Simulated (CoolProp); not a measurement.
n-decane at 493.05 K and 0.172 MPa flows at 1.5 m/s in a round tube of 50 mm bore and 1.5 µm roughness, fully developed (64/Re and Nu = 3.66 if laminar; Colebrook and Gnielinski if turbulent). Each further row changes one setting.

Model: reference Helmholtz-energy equation of state, Lemmon 2006, in CoolProp. It is a short technical equation, of lower accuracy than the large ones.

| case | Reynolds number | Darcy friction factor | pressure drop (Pa/m) | heat-transfer coefficient (W/(m² K)) | mass flow (kg/h) |
|---|---|---|---|---|---|
| as stated | 57000 | 0.0204 | 2.96 | 66.5 | 68.4 |
| velocity 3 m/s | 114000 | 0.0177 | 10.3 | 116 | 137 |
| diameter 100 mm | 114000 | 0.0176 | 1.28 | 57.5 | 274 |

Viscosity comes from a separate model (Huber 2004). Thermal conductivity comes from a separate model (Huber 2005).
